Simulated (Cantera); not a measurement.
What does this Cantera script print?

```python
import numpy as np
import cantera as ct

gas_names = """
    C CH CH2 CH3 CH2OH CH3O CH4 CH3OH CO CO2 COOH C2 C2H CHCO,ketyl C2H2,acetylene C2H2,vinylidene
    CH2CO,ketene C2H3,vinyl CH3CO,acetyl C2H4 C2H4O,ethylen CH3CHO,ethanal CH3COOH (HCOOH)2 C2H5 C2H6
    CH3OCH3 C2H5OH C2O C3 C3H3,propargyl C3H4,allene C3H4,propyne C3H4,cyclo- C3H5,allyl C3H6,propylene
    C3H6,cyclo- C3H6O C3H7,n-propyl C3H7,i-propyl C3H8 C3H8O,1propanol C3H8O,2propanol C3O2 C4 C4H2
    C4H4,1,3-cyclo- C4H6,butadiene C4H6,2-butyne C4H6,cyclo- C4H8,1-butene C4H8,cis2-buten
    C4H8,tr2-butene C4H8,isobutene C4H8,cyclo- (CH3COOH)2 C4H9,n-butyl C4H9,i-butyl C4H9,s-butyl
    C4H9,t-butyl C4H10,isobutane C4H10,n-butane C5 C5H6,1,3cyclo- C5H8,cyclo- C5H10,1-pentene
    C5H10,cyclo- C5H11,pentyl C5H11,t-pentyl C5H12,n-pentane C5H12,i-pentane CH3C(CH3)2CH3 C6H2
    C6H5,phenyl C6H5O,phenoxy C6H6 C6H5OH,phenol C6H10,cyclo- C6H12,1-hexene C6H12,cyclo- C6H13,n-hexyl
    C7H7,benzyl C7H8 C7H8O,cresol C7H14,1-heptene C7H15,n-heptyl C7H16,n-heptane C8H8,styrene
    C8H10,ethylbenz C8H16,1-octene C8H17,n-octyl C8H18,isooctane C8H18,n-octane C9H19,n-nonyl
    C10H8,naphthale C10H21,n-decyl C12H9,o-bipheny C12H10,bipheny H HCO HO2 H2 HCHO,formaldehy HCOOH H2O
    H2O2 O OH O2 O3
""".split()
cond_names = """
    C(gr) C6H6(L) C7H8(L) C8H18(L),n-octa H2O(s) H2O(L)
""".split()


def load(file, names, dense=False):
    # The tables refer to 1 bar. Condensed volumes are neglected.
    table = {s.name: s for s in ct.Species.list_from_file(file)}
    out = []
    for n in names:
        d = dict(table[n].input_data)
        d["thermo"] = dict(d["thermo"], **{"reference-pressure": 1e5})
        if dense:
            d["equation-of-state"] = {"model": "constant-volume", "density": "1e6 g/cm^3"}
        out.append(ct.Species.from_dict(d))
    return out


gas = ct.Solution(thermo="ideal-gas", species=load("nasa_gas.yaml", gas_names))
cond = {s.name: ct.Solution(thermo="fixed-stoichiometry", species=[s], name=s.name)
        for s in load("nasa_condensed.yaml", cond_names, dense=True)}
atoms = {
    'toluene': {'C': 7, 'H': 8},
    'O2': {'O': 2},
}
top_T = {'C(gr)': 4500}  # K; cautious upper limits of use, not melting points


def equilibrate(T, P, feed):
    n = {}
    for name, mol in feed.items():
        for a, k in atoms[name].items():
            n[a] = n.get(a, 0.0) + k * mol
    gas.TPX = T, P, n
    mass = sum(n.values()) * gas.mean_molecular_weight
    gas.equilibrate("TP")
    valid = [c for c in cond.values() if c.min_temp <= T <= top_T.get(c.name, c.max_temp)]
    mix = ct.Mixture([(gas, mass / gas.mean_molecular_weight)] + [(c, 0.0) for c in valid])
    mix.T, mix.P = T, P
    mix.equilibrate("TP", solver="vcs", rtol=1e-11, max_steps=5000)
    return mix


results = []
feed = {'toluene': 1, 'O2': 0.59}  # mol
T = 2600  # K
P = 100000  # Pa
mix = equilibrate(T, P, feed)
results.append((T, P, feed, dict(zip(mix.species_names, mix.species_moles))))
print(gas.report(threshold=0.001))
for i in range(1, mix.n_phases):
    print(f"{mix.phase(i).name:16s} {mix.phase_moles(i):12.5e} mol")
```

Output:

```
       temperature   2600 K
          pressure   1e+05 Pa
           density   0.037468 kg/m^3
  mean mol. weight   8.0997 kg/kmol
   phase of matter   gas

                          1 kg             1 kmol
                     ---------------   ---------------
          enthalpy        7.4744e+06        6.0541e+07  J
   internal energy        4.8055e+06        3.8923e+07  J
           entropy             27174         2.201e+05  J/K
    Gibbs function       -6.3178e+07       -5.1173e+08  J
 heat capacity c_p            4485.6             36332  J/K
 heat capacity c_v            3459.1             28018  J/K

                      mass frac. Y      mole frac. X     chem. pot. / RT
                     ---------------   ---------------   ---------------
                CO           0.77488           0.22407           -35.237
    C2H2,acetylene          0.038108          0.011854           -27.371
                 H          0.004084          0.032817           -10.331
                H2           0.18194           0.73097           -20.661
     [ +106 minor]        0.00098945        0.00028528

C(gr)             5.69201e+00 mol
```

These are equilibrium values from Cantera (NASA tables, ideal gas, pure condensed phases), not measurements of a reactor.
